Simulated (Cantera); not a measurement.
Input: 1 mol B2H6, 0.052 mol H2O, 4.2 mol H2, equilibrated at 34.0 Pa.

These are equilibrium values from Cantera (NASA tables, ideal gas, pure condensed phases), not measurements of a reactor. Candidate condensed phases: B, B2O3, B3O3H3, H2O; 23 gas species. The feed counts by its element totals alone. Mutual solubility and eutectic melting of coexisting phases are not modelled. Rates play no part.

Over these rows the condensed part is B(s) + B2O3(l). Partial pressures as log10 of bar:

| T (K) | 1000/T (1/K) | log p HBO2 | log p H2 |
|---|---|---|---|
| 950 | 1.0526 | -10.86 | -3.47 |
| 1000 | 1.0000 | -10.15 | -3.47 |
| 1050 | 0.9524 | -9.52 | -3.47 |
| 1100 | 0.9091 | -8.94 | -3.47 |
| 1150 | 0.8696 | ? | -3.47 |
| 1200 | 0.8333 | -7.94 | -3.47 |

Question: Fit log p(HBO2) = a + b·(1000/T) to the five rows, give the apparent enthalpy, and predict the row at 1150 K.

Answer: Means: 1000/T = 0.9495, log p = -9.482. Sxy = -0.376993, Sxx = 0.0283229, so b = -13.31 and a = -9.482 − (-13.31)×0.9495 = 3.16.
Apparent enthalpy: −19.145 × (-13.31) = 255 kJ/mol. With the condensed phases at unit activity, 2/3 B2O3(l) + 1/2 H2(g) = HBO2(g) + 1/3 B(s) links this pressure to the main gases: over the six rows their terms move log p by +0.00 in all, so the slope is close to that reaction's ΔH°. The five rows lie within 0.01 of the line.
Prediction at 1150 K: 3.16 + (-13.31)×0.8696 = -8.41. The computed value is -8.42, 0.01 from the line.
